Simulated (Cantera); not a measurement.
Gas mixture: 100 % NH3, at 0.000290 bar, frozen composition.

Cantera's kinetic-theory transport with the Lennard-Jones parameters of GRI-Mech 3.0, ideal gas; thermal conductivity in the multicomponent form. Polar gases are described roughly by these parameters. The composition is frozen, though it would react at the higher temperatures.

D: mixture-averaged diffusion coefficient of that species in the mixture.

| T (K) | ρ (kg/m³) | cp (J/kg/K) | μ (µPa s) | λ (mW/m/K) | Pr | D (cm²/s) H | D (cm²/s) H2O | D (cm²/s) C2H2 |
|---|---|---|---|---|---|---|---|---|
| 400 | 0.000149 | [?] | 13.9 | 44.2 | 0.715 | 7230 | 1230 | 1020 |
| 600 | 9.90e-5 | [?] | 20.9 | 77.6 | 0.717 | 15400 | 2810 | 2200 |
| 800 | 7.43e-5 | [?] | 27.5 | 115 | 0.721 | 25700 | 4990 | 3720 |
| 1000 | 5.94e-5 | 3319 | 33.6 | 154 | 0.724 | 38100 | 7690 | 5540 |
| 1200 | 4.95e-5 | 3580 | 39.3 | 194 | 0.727 | 52100 | 10900 | 7620 |
| 1400 | 4.24e-5 | 3802 | 44.6 | 233 | 0.728 | 67800 | 14500 | 9950 |
| 1600 | 3.71e-5 | 3990 | 49.6 | 271 | 0.729 | 85100 | 18500 | 12500 |

Task: Complete the blanks.

Result: 
- 400, cp (J/kg/K): 2269
- 600, cp (J/kg/K): 2662
- 800, cp (J/kg/K): 3009
